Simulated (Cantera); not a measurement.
What does this Cantera script print?

```python
import numpy as np
import cantera as ct

gas = ct.Solution("gri30.yaml")
gas.TPX = 800, 710000, {'CH4': 1, 'O2': 4.76, 'N2': 17.9}
inlet = ct.Reservoir(gas, clone=True)
gas.equilibrate("HP")  # start burning
reactor = ct.IdealGasConstPressureReactor(gas, energy="on", clone=False)
exhaust = ct.Reservoir(gas, clone=True)
tau = [0.031, 0.018, 0.011, 0.0065, 0.0039, 0.0023, 0.0014, 0.00083, 0.00049, 0.0003, 0.00018, 0.0001, 6.3e-05][0]
for a, b in ((inlet, reactor), (reactor, exhaust)):
    ct.MassFlowController(a, b, mdot=lambda t: reactor.mass / tau)
net = ct.ReactorNet([reactor])
show = ['CH4', 'O2', 'CH2', 'C2H6', 'NO2']

rows = []
print(f"{'tau/s':>10s}{'T/K':>9s}" + "".join(f"{s:>11s}" for s in show))
for tau in [0.031, 0.018, 0.011, 0.0065, 0.0039, 0.0023, 0.0014, 0.00083, 0.00049, 0.0003, 0.00018, 0.0001, 6.3e-05]:
    net.initial_time = 0.0
    net.advance(30 * tau)
    before = gas.X
    net.advance(40 * tau)
    drift = np.max(np.abs(gas.X - before) / (gas.X + 1e-9))
    rows.append([gas.T, *gas[show].X, drift])
    print(f"{tau:10.3e}{gas.T:9.1f}" + "".join(f"{x:11.3e}" for x in gas[show].X))
```

It prints:

```
     tau/s      T/K        CH4         O2        CH2       C2H6        NO2
 3.100e-02   1738.4  1.321e-05  1.166e-01  9.705e-09  1.811e-09  4.437e-08
 1.800e-02   1737.3  1.965e-05  1.167e-01  1.643e-08  3.620e-09  4.568e-08
 1.100e-02   1736.0  2.795e-05  1.167e-01  2.629e-08  6.552e-09  4.845e-08
 6.500e-03   1733.9  4.055e-05  1.168e-01  4.302e-08  1.201e-08  5.206e-08
 3.900e-03   1731.0  5.820e-05  1.170e-01  6.872e-08  2.125e-08  5.498e-08
 2.300e-03   1726.8  8.489e-05  1.172e-01  1.102e-07  3.802e-08  5.584e-08
 1.400e-03   1721.1  1.221e-04  1.175e-01  1.699e-07  6.609e-08  5.353e-08
 8.300e-04   1712.2  1.823e-04  1.180e-01  2.641e-07  1.220e-07  4.749e-08
 4.900e-04   1698.4  2.832e-04  1.188e-01  4.047e-07  2.458e-07  3.843e-08
 3.000e-04   1676.6  4.627e-04  1.202e-01  5.868e-07  5.750e-07  2.840e-08
 1.800e-04    800.0  4.227e-02  2.012e-01  2.813e-26  9.708e-18  1.270e-21
 1.000e-04    800.0  4.227e-02  2.012e-01  8.653e-27  1.392e-18 -5.100e-26
 6.300e-05    800.0  4.227e-02  2.012e-01  3.425e-27  3.477e-19 -8.812e-32
```

Cantera simulation using GRI-Mech 3.0 (53 species, 325 reactions); the numbers are that mechanism's predictions, not measurements.
